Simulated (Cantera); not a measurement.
Feed: 1 mol SiH4, 15 mol N2, at 1727 °C and 11.0 Pa.

These are equilibrium values from Cantera (NASA tables, ideal gas, pure condensed phases), not measurements of a reactor. The tables' values for SiN are old estimates; treat these amounts as uncertain. Rates play no part.

```json
[
 {"species": "H2", "before": "0.0858", "after": "0.495"},
 {"species": "Si", "before": "0.0539", "after": "0.268"},
 {"species": "N2", "before": "0.815", "after": "0.124"},
 {"species": "H", "before": "0.0454", "after": "0.109"},
 {"species": "Si3", "before": "2.22e-6", "after": "0.000274"},
 {"species": "SiH2", "before": "1.24e-6", "after": "3.56e-5"},
 {"species": "Si2", "before": "7.60e-5", "after": "0.00189"},
 {"species": "SiH", "before": "0.000112", "after": "0.00134"},
 {"species": "Si2N", "before": "2.37e-5", "after": "0.000229"},
 {"species": "SiN", "before": "0.000133", "after": "0.000258"}
]
```
Gas species are given as mole fractions.

Question: Name the change that produced these shifts.
(A) temperature from 1727 °C to 925 °C
(B) N2 from 15 to 0.45 mol
(C) pressure from 11.0 Pa to 1330 Pa
(D) temperature from 1727 °C to 1202 °C

Answer: B, N2 from 15 to 0.45 mol. Gases not in the tables: Si2H6 and higher silanes
